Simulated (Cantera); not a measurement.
A closed system holds: 1 mol Fe, 0.43 mol CO2, 55 mol H2, held at 0.100 bar.

Cantera equilibrium calculation (NASA polynomials, part measured and part estimated; ideal gas, pure solids and liquids). Candidate condensed phases: C, C6H6, C7H8, C8H18, Fe, Fe(CO)5, FeO, Fe(OH)2, Fe(OH)3, Fe2O3, Fe3O4, H2O; 114 gas species. Equilibrium is a limit: real reactors are often held back by kinetics, nucleation or transport.

Q: Which condensed phases are stable at each of these points (T (K)): 1325, 1375, 1425, 1475, 1525, 1575, 1625, 1675, 1725, 1775, 1825, 1875?

A: 
| T (K) | condensed phases | Fe condensed (%) |
|---|---|---|
| 1325 | Fe(γ) | 100.0 |
| 1375 | Fe(γ) | 100.0 |
| 1425 | Fe(γ) | 100.0 |
| 1475 | Fe(γ) | 100.0 |
| 1525 | Fe(γ) | 100.0 |
| 1575 | Fe(γ) | 100.0 |
| 1625 | Fe(γ) | 99.9 |
| 1675 | Fe(δ) | 99.8 |
| 1725 | Fe(δ) | 99.5 |
| 1775 | Fe(δ) | 98.9 |
| 1825 | Fe(l) | 97.7 |
| 1875 | Fe(l) | 95.5 |

From 1325 K to 1625 K the condensed part is Fe(γ). From 1675 K to 1775 K the condensed part is Fe(δ). From 1825 K to 1875 K the condensed part is Fe(l).
